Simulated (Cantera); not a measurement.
Mixture: CH3OH : O2 : N2 = 1 : 0.882 : 3.32 (molar parts), at 1650 Torr, adiabatic and at constant pressure. Ignition delay is the time to a rise of 400 K.

Model: GRI-Mech 3.0 (53 species, 325 reactions), integrated in Cantera. GRI-Mech 3.0 was tuned for natural gas; its chemistry of methanol as a main component is partial and can be far from experiment.

Task: Predict: delay at 1098 K; delay at 1248 K; delay at 1398 K; delay at 1548 K; apparent activation energy between 1473 and 1623 K.

Result: 
- delay at 1098 K = 27.7 ms
- delay at 1248 K = 1.99 ms
- delay at 1398 K = 0.269 ms
- delay at 1548 K = 59.2 µs
- apparent activation energy between 1473 and 1623 K = 170 kJ/mol
